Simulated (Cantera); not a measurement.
A perfectly stirred reactor is fed with H₂ : O₂ = 0.27 : 1 (molar parts), equivalence ratio 0.14, at 1330 Pa; it is held at 1425 K, and followed from long to short residence time.

Detailed kinetics in Cantera: GRI-Mech 3.0 (53 species, 325 reactions). Radical loss at walls, strong at low pressure, is not modelled. The temperature is held fixed by assumption; the heat of reaction is taken as removed at once.

Q: What does this change do: H2 0.27 to 0.068 parts?

A: 
```
quantity                before     after
---------------------  -------  --------
x(H₂) at τ = 0.320 s   0.00184  0.000442
x(O₂) at τ = 0.320 s     0.748     0.920
x(H) at τ = 0.320 s    0.00274   0.00121
x(OH) at τ = 0.320 s   0.00806   0.00427
x(H₂O) at τ = 0.320 s    0.228    0.0620
x(H₂) at τ = 3.30 ms    0.0138   0.00336
x(O₂) at τ = 3.30 ms     0.667     0.888
x(H) at τ = 3.30 ms     0.0528   0.00868
x(OH) at τ = 3.30 ms    0.0196   0.00862
x(H₂O) at τ = 3.30 ms    0.166    0.0518
```
